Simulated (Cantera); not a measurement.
Cantera run, input and output.

```python
import numpy as np
import cantera as ct

gas = ct.Solution("gri30.yaml")
gas.TPX = 673, 100000, {'CH4': 1, 'O2': 1.67, 'N2': 6.27}
flame = ct.FreeFlame(gas, width=0.04)
flame.set_refine_criteria(ratio=3, slope=0.08, curve=0.16)
flame.transport_model = "mixture-averaged"
flame.solve(loglevel=0, auto=True)
z, T = flame.grid, flame.T
thick = (T[-1] - T[0]) / np.gradient(T, z).max()
show = ['CH4', 'O2', 'N2O', 'CO', 'HO2', 'HCN']
print(f"laminar burning velocity  {flame.velocity[0] * 100:.3f} cm/s")
print(f"burnt temperature         {T[-1]:.1f} K")
print(f"thermal thickness         {thick * 1e3:.4f} mm")
print(f"grid points               {len(z)}")
z0 = z[flame.heat_release_rate.argmax()]
print(f"{'z/mm':>9s}{'T/K':>9s}{'u/(m/s)':>9s}" + "".join(f"{s:>11s}" for s in show))
rows = []
for k in (-3, -2, -1.5, -1, -0.5, -0.25, 0, 0.25, 0.5, 1, 2, 4, 8):
    zz = z0 + k * thick
    rows.append([k * thick, np.interp(zz, z, T), np.interp(zz, z, flame.velocity),
                 *(np.interp(zz, z, flame.X[gas.species_index(s)]) for s in show)])
    print(f"{rows[-1][0] * 1e3:9.3f}{rows[-1][1]:9.1f}{rows[-1][2]:9.3f}" + "".join(f"{x:11.3e}" for x in rows[-1][3:]))
```

Result:

```
laminar burning velocity  153.340 cm/s
burnt temperature         2380.1 K
thermal thickness         0.3164 mm
grid points               155
     z/mm      T/K  u/(m/s)        CH4         O2        N2O         CO        HO2        HCN
   -0.949    673.2    1.536  1.116e-01  1.865e-01  1.898e-13  3.071e-06  1.400e-07  1.137e-10
   -0.633    675.1    1.545  1.111e-01  1.858e-01  4.141e-12  4.462e-05  1.988e-06  2.267e-09
   -0.475    683.9    1.572  1.099e-01  1.845e-01  3.236e-11  2.548e-04  1.068e-05  1.651e-08
   -0.316    747.5    1.733  1.042e-01  1.790e-01  4.207e-10  2.093e-03  5.692e-05  1.923e-07
   -0.158   1140.4    2.696  7.373e-02  1.447e-01  6.161e-09  1.800e-02  1.176e-04  2.448e-06
   -0.079   1542.0    3.697  4.037e-02  1.018e-01  1.696e-08  3.978e-02  1.648e-04  6.613e-06
    0.000   1911.3    4.635  1.070e-02  5.330e-02  3.256e-08  6.298e-02  8.678e-05  1.418e-05
    0.079   2083.2    5.064  1.147e-03  2.374e-02  4.380e-08  6.889e-02  1.451e-05  1.634e-05
    0.158   2128.4    5.161  6.915e-05  1.235e-02  4.947e-08  6.341e-02  3.788e-06  9.752e-06
    0.316   2158.8    5.211  2.248e-07  7.085e-03  4.915e-08  5.518e-02  2.197e-06  2.230e-06
    0.633   2194.3    5.278  1.021e-10  5.490e-03  4.669e-08  5.141e-02  1.722e-06  1.911e-07
    1.266   2240.1    5.371  8.201e-15  4.235e-03  4.574e-08  5.035e-02  1.302e-06  3.666e-09
    2.532   2291.5    5.476  6.764e-15  2.867e-03  4.504e-08  4.952e-02  8.720e-07  7.174e-11
```

Detailed kinetics in Cantera: GRI-Mech 3.0 (53 species, 325 reactions). Burning velocities carry a grid error of a few per cent, more on coarse grids.
